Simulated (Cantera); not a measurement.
Input: 1 mol CuF2, 0.12 mol HF, 180 mol N2, held at 77.0 Pa.

Cantera equilibrium calculation (NASA polynomials, part measured and part estimated; ideal gas, pure solids and liquids). Candidate condensed phases: Cu, CuF2; 25 gas species. Equilibrium is a limit: real reactors are often held back by kinetics, nucleation or transport.

x: gas mole fraction; n: condensed amount in mol.

| T (K) | x N2 | x F | x CuF2 | x CuF | x Cu | x HF | x H | n CuF2(s) |
|---|---|---|---|---|---|---|---|---|
| 725 | 0.999 | 1.62e-11 | 1.22e-7 | 1.62e-11 | <1e-12 | 0.000666 | <1e-12 | 1.000 |
| 925 | 0.998 | 6.94e-7 | 0.00131 | 6.94e-7 | <1e-12 | 0.000665 | <1e-12 | 0.764 |
| 1125 | 0.994 | 6.92e-5 | 0.00545 | 6.92e-5 | … | 0.000662 | <1e-12 | 0 |
| 1325 | 0.993 | 0.000958 | 0.00456 | 0.000958 | … | 0.000662 | <1e-12 | 0 |
| 1525 | 0.990 | 0.00404 | 0.00146 | 0.00404 | … | 0.000660 | 3.90e-12 | 0 |
| 1725 | 0.988 | 0.00541 | 0.000119 | 0.00533 | … | 0.000659 | 6.15e-10 | 0 |
| 1925 | 0.988 | 0.00619 | 1.05e-5 | 0.00476 | … | 0.000658 | 3.78e-8 | 0 |

Task: Some entries are withheld; supply them.

Result: 
- 1125, x Cu: 3.59e-12
- 1325, x Cu: 4.02e-9
- 1525, x Cu: 7.19e-7
- 1725, x Cu: 3.84e-5
- 1925, x Cu: 0.000712
